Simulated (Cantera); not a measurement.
# Equilibrium for silicon nitride deposition: Si₂Cl₆ + NH₃ + H₂

Input: 1 mol Si₂Cl₆, 2.4 mol NH₃, 49 mol H₂, at 3.90 mbar.

These are equilibrium values from Cantera (NASA tables, ideal gas, pure condensed phases), not measurements of a reactor. Candidate condensed phases: NH₄Cl, Si, Si₃N₄; 28 gas species. The feed counts by its element totals alone. The tables' values for SiCl₃, SiCl are old estimates; treat these amounts as uncertain. Rates play no part.

From 600 °C to 1200 °C the condensed part is Si₃N₄(s). At 1300 °C the condensed part is Si(s). The main Si-bearing gas is SiCl₄ at 600 °C and SiCl₂ at 1300 °C.

```csv
T (°C),x H₂,x HCl,x N₂,x SiCl₂,x SiCl₄,x H,x SiCl₃,x SiHCl₃,n Si₃N₄(s),n Si(s)
600,0.903,0.0933,0.000101,1.88e-7,0.00368,7.12e-10,3.43e-6,7.63e-5,0.597,0
700,0.902,0.0938,5.55e-5,1.22e-5,0.00345,1.64e-8,3.83e-5,0.000187,0.598,0
800,0.902,0.0947,4.54e-5,0.000302,0.00281,2.13e-7,0.000230,0.000328,0.599,0
900,0.899,0.0975,0.000134,0.00195,0.00113,1.79e-6,0.000473,0.000243,0.596,0
1000,0.897,0.0969,0.000962,0.00433,0.000230,1.08e-5,0.000390,8.51e-5,0.573,0
1100,0.898,0.0886,0.00377,0.00884,5.19e-5,5.05e-5,0.000315,3.33e-5,0.495,0
1200,0.901,0.0734,0.00871,0.0164,1.16e-5,0.000192,0.000235,1.33e-5,0.356,0
1300,0.891,0.0690,0.0211,0.0181,2.51e-6,0.000615,0.000131,4.30e-6,0,0.962
```
x: gas mole fraction; n: condensed amount in mol.
